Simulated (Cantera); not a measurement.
A perfectly stirred reactor is fed with C₃H₈ : O₂ : N₂ = 1 : 4.17 : 15.7 (molar parts), equivalence ratio 1.2, at 60000 Pa; it is adiabatic with a 675 K inlet, and is followed from long to short residence time, starting on the burning branch (τ in s: 0.12, 0.051, 0.021, 0.0089, 0.0037, 0.0016, 0.00065, 0.00027, 0.00011, 4.7e-05).

Detailed kinetics in Cantera: GRI-Mech 3.0 (53 species, 325 reactions). GRI-Mech 3.0 was tuned for natural gas; its chemistry of propane as a main component is partial and can be far from experiment.

Question: Predict: blow-out, bracketed by the residence times tried; x(C₃H₈) at τ = 0.120 s; x(O₂) at τ = 0.120 s; x(C₂H₆) at τ = 0.120 s; x(C₂H₄) at τ = 0.120 s; x(H₂O₂) at τ = 0.120 s; x(C₃H₈) at τ = 1.60 ms; x(O₂) at τ = 1.60 ms; x(C₂H₆) at τ = 1.60 ms; x(C₂H₄) at τ = 1.60 ms; x(H₂O₂) at τ = 1.60 ms.

Answer: 
| Item | Value |
|---|---|
| blow-out, bracketed by the residence times tried | burning at 0.110 ms, out at 47.0 µs |
| x(C₃H₈) at τ = 0.120 s | 1.15e-7 |
| x(O₂) at τ = 0.120 s | 0.00186 |
| x(C₂H₆) at τ = 0.120 s | 1.09e-9 |
| x(C₂H₄) at τ = 0.120 s | 3.78e-7 |
| x(H₂O₂) at τ = 0.120 s | 2.95e-8 |
| x(C₃H₈) at τ = 1.60 ms | 5.14e-6 |
| x(O₂) at τ = 1.60 ms | 0.00735 |
| x(C₂H₆) at τ = 1.60 ms | 3.64e-8 |
| x(C₂H₄) at τ = 1.60 ms | 9.66e-6 |
| x(H₂O₂) at τ = 1.60 ms | 6.47e-8 |
